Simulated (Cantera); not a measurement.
A closed system holds: 1 mol C3H8, 0.44 mol H2, 5.8 mol N2, at 1330 Pa.

Method: chemical equilibrium by Gibbs-energy minimisation in Cantera with the NASA 1993 tables (ideal gas, pure condensed phases). Candidate condensed phases: C, C6H6, C7H8, C8H18; 92 gas species. The numbers say what is thermodynamically allowed, not how fast it happens.

### Question
What share of the C ends up in condensed phases as a function of T (K), at 1648, 1798, 1948, 2098, 2248, 2398, 2548, 2698, 2848, 2998?

### Answer
```
T (K)  C condensed (%)           as
-----  ---------------  -----------
1648              99.5  C(graphite)
1798              98.9  C(graphite)
1948              97.7  C(graphite)
2098              95.8  C(graphite)
2248              92.9  C(graphite)
2398              88.8  C(graphite)
2548              83.4  C(graphite)
2698              76.5  C(graphite)
2848              64.4  C(graphite)
2998              26.0  C(graphite)
```
